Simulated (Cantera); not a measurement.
Charge: 1 mol toluene, 0.01 mol O₂, 13 mol H₂, 0.6 mol H₂O, held at 1100 K and 75.0 Pa.

Equilibrium computed with Cantera from the NASA thermochemical tables; the gas is ideal and each condensed phase is pure. Candidate condensed phases: C, C₆H₆, C₇H₈, C₈H₁₈, H₂O; 110 gas species. Equilibrium is a limit: real reactors are often held back by kinetics, nucleation or transport.

What is the equilibrium state?


- x(H₂): 0.966
- x(CO): 0.0340
- x(CH₄): 2.51e-5
- x(H₂O): 2.21e-6
- n(C(graphite)): 6.38 mol
- gas amount: 18.22 mol
